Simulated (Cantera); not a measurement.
Charge: 1 mol MgO, 0.4 mol CH₄, 2.9 mol CO, 0.52 mol C, at 1700 K and 79.0 Pa.

Cantera equilibrium calculation (NASA polynomials, part measured and part estimated; ideal gas, pure solids and liquids). Candidate condensed phases: C, C₆H₆, C₇H₈, C₈H₁₈, H₂O, Mg, MgCO₃, MgO, Mg(OH)₂; 116 gas species. The tables' values for MgH are old estimates; treat these amounts as uncertain. The numbers say what is thermodynamically allowed, not how fast it happens.

Task: What is the equilibrium state?

Result: 
- x(CO): 0.689
- x(Mg): 0.166
- x(H₂): 0.143
- x(H): 0.00198
- x(CO₂): 0.000146
- x(H₂O): 0.000104
- x(MgH): 2.21e-5
- x(MgOH): 1.57e-6
- n(MgO(s)): 0.0786 mol
- gas amount: 5.547 mol
- log10 activity of C(graphite) (absent): -3.44
- log10 activity of Mg(l) (absent): -4.83
